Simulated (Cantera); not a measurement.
What does this Cantera script print?

```python
import numpy as np
import cantera as ct

gas_names = """
    CL CL2 H HCL H2 Si SiCL SiCL2 SiCL3 SiCL4 SiH SiHCL3 SiH2 SiH2CL2 SiH3 SiH3CL SiH4 Si2 Si3
""".split()
cond_names = """
    Si(cr) Si(L)
""".split()


# ... load() reads the species with a 1 bar reference pressure and builds the phases ...
atoms = {
    'SiCl4': {'Si': 1, 'CL': 4},
    'H2': {'H': 2},
}
top_T = {}  # K; cautious upper limits of use, not melting points


# ... equilibrate(T, P, feed) seeds the gas with the atoms and calls Mixture.equilibrate('TP', solver="vcs", rtol=1e-11, max_steps=5000) ...
results = []
feed = {'SiCl4': 1, 'H2': 7}  # mol
P = 3400  # Pa
for T in [1050, 1150, 1250, 1350, 1450, 1550, 1650, 1750]:
    mix = equilibrate(T, P, feed)
    results.append((T, P, feed, dict(zip(mix.species_names, mix.species_moles))))
    x = sorted(zip(gas.X, gas.species_names), reverse=True)
    print(f"T = {T:g} K  P = {P:g} Pa  gas = {mix.phase_moles(0):.4g} mol")
    print("   x: " + "  ".join(f"{s} {v:.3e}" for v, s in x if v > 0.001))
    print("   condensed (mol): " + ("  ".join(f"{mix.phase(i).name} {mix.phase_moles(i):.4g}"
          for i in range(1, mix.n_phases) if mix.phase_moles(i) > 1e-12) or "none"))
```

Output:

```
T = 1050 K  P = 3400 Pa  gas = 8.052 mol
   x: H2 8.390e-01  SiCL4 9.364e-02  HCL 3.800e-02  SiHCL3 2.147e-02  SiCL3 4.077e-03  SiCL2 3.216e-03
   condensed (mol): Si(cr) 0.009837
T = 1150 K  P = 3400 Pa  gas = 8.185 mol
   x: H2 8.102e-01  SiCL4 7.653e-02  HCL 7.143e-02  SiHCL3 1.763e-02  SiCL2 1.386e-02  SiCL3 9.846e-03
   condensed (mol): Si(cr) 0.03112
T = 1250 K  P = 3400 Pa  gas = 8.415 mol
   x: H2 7.696e-01  HCL 1.117e-01  SiCL4 4.884e-02  SiCL2 4.078e-02  SiCL3 1.668e-02  SiHCL3 1.197e-02
   condensed (mol): Si(cr) 0.001389
T = 1350 K  P = 3400 Pa  gas = 8.675 mol
   x: H2 7.229e-01  HCL 1.618e-01  SiCL2 6.893e-02  SiCL4 2.264e-02  SiCL3 1.769e-02  SiHCL3 5.795e-03
   condensed (mol): none
T = 1450 K  P = 3400 Pa  gas = 8.854 mol
   x: H2 6.917e-01  HCL 1.953e-01  SiCL2 8.966e-02  SiCL3 1.349e-02  SiCL4 7.420e-03  SiHCL3 2.265e-03
   condensed (mol): none
T = 1550 K  P = 3400 Pa  gas = 8.936 mol
   x: H2 6.777e-01  HCL 2.102e-01  SiCL2 1.003e-01  SiCL3 8.623e-03  SiCL4 2.064e-03
   condensed (mol): none
T = 1650 K  P = 3400 Pa  gas = 8.97 mol
   x: H2 6.719e-01  HCL 2.161e-01  SiCL2 1.052e-01  SiCL3 5.315e-03
   condensed (mol): none
T = 1750 K  P = 3400 Pa  gas = 8.989 mol
   x: H2 6.689e-01  HCL 2.186e-01  SiCL2 1.074e-01  SiCL3 3.351e-03  H 1.032e-03
   condensed (mol): none
```

Method: chemical equilibrium by Gibbs-energy minimisation in Cantera with the NASA 1993 tables (ideal gas, pure condensed phases). The tables' values for SiCl3, SiCl are old estimates; treat these amounts as uncertain.
